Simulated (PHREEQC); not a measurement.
A solution holds 1.5 mmol/kgw ZnSO4, 180 mmol/kgw CaCl2 and 8.3 mmol/kgw NaCl, at 25 °C. Closed to the air; pH follows from the charge balance.

Model: ion-association model, wateq4f.dat, run in PHREEQC.

Each row changes one thing in this solution. This is a speciation only: nothing precipitates in the calculation.

```
case                                     pH  Zn+2 (mol/kgw)  CaSO4 (mol/kgw)  SO4-2 (mol/kgw)  ZnCl+ (mol/kgw)  NaSO4- (mol/kgw)  SI of Gypsum (CaSO4:2H2O)  SI of Zincite(c) (ZnO)
------------------------------------  -----  --------------  ---------------  ---------------  ---------------  ----------------  -------------------------  ----------------------
as made                                5.88         0.00115         0.000915         0.000574         0.000275           4.86e-6                      -0.71                   -2.94
temperature from 25 to 15 °C           5.88         0.00126         0.000895         0.000593         0.000193           4.81e-6                      -0.67                   -3.45
ZnSO4 from 0.0015 to 0.00165 mol/kgw   5.86         0.00127          0.00101         0.000631         0.000302           5.34e-6                      -0.67                   -2.94
0.027 mol/kgw TMAH added              11.93        1.18e-10         0.000898         0.000597         2.81e-11           5.03e-6                      -0.72                   +2.18
CaCl2 from 0.18 to 0.018 mol/kgw       5.95         0.00137         0.000559              ___          7.29e-5           1.53e-5                      -0.97                     ___
0.0069 mol/kgw TMAH added             11.10         2.24e-8         0.000916         0.000579              ___           4.90e-6                      -0.71                   +2.78
```

Complete the blanks.


- CaCl2 from 0.18 to 0.018 mol/kgw, SO4-2 (mol/kgw): 0.000872
- CaCl2 from 0.18 to 0.018 mol/kgw, SI of Zincite(c) (ZnO): -2.45
- 0.0069 mol/kgw TMAH added, ZnCl+ (mol/kgw): 5.34e-9

Complexes and solids missing from the database can't appear. Some of these states are supersaturated (in Zn(OH)2-e, Zn(OH)2-a, Zn5(OH)8Cl2, for instance). (CH3)4N+ isn't in the database: it is added as a free cation with an ion size of 4 Å.
